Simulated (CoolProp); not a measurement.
Vapour-liquid equilibrium of carbon dioxide (1) + R123 (2) at 233.3 K; x and y are mole fractions of (1).

The numbers come from the multi-fluid Helmholtz-energy mixture model, Span 1996 and Younglove 1994; pair parameters Bell 2016 in CoolProp.

Question: Give the bubble pressure and the first vapour's composition at x = 0.125, 0.8, 0.95. Is there an azeotrope?

Answer: x = 0.125: 0.9585 bar, y = 0.965; x = 0.8: 7.605 bar, y = 0.999; x = 0.95: 9.500 bar, y = 1.000. No azeotrope shows between x = 0.05 and 0.95.

Pair parameters are fitted to limited data, so mixtures are less certain than the pure fluids.
